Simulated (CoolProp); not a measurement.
100 sccm (0 °C, 1 atm) of nitrogen bubbles through liquid n-heptane at 351.1 K and leaves saturated at a total pressure of 0.15 MPa (ideal gas phase). Each further row changes one setting.

The numbers come from the reference Helmholtz-energy equation of state, Span 2003 in CoolProp. It is a short technical equation, of lower accuracy than the large ones.

| case | vapour pressure (kPa) | mole fraction of vapour | delivery (mg/min) | delivery (sccm) | change of delivery for a bath 1 K warmer (%) |
|---|---|---|---|---|---|
| as stated | 53.3 | ___ | ___ | 55.1 | ___ |
| bath temperature 356.1 K | ___ | 0.419 | 323 | 72.2 | 5.8 |
| total pressure 0.3 MPa | 53.3 | 0.178 | ___ | ___ | ___ |

### Question
Complete the blanks.

### Answer

- as stated, mole fraction of vapour: 0.355
- as stated, delivery (mg/min): 247
- as stated, change of delivery for a bath 1 K warmer (%): 5.4
- bath temperature 356.1 K, vapour pressure (kPa): 62.9
- total pressure 0.3 MPa, delivery (mg/min): 96.6
- total pressure 0.3 MPa, delivery (sccm): 21.6
- total pressure 0.3 MPa, change of delivery for a bath 1 K warmer (%): 4.2
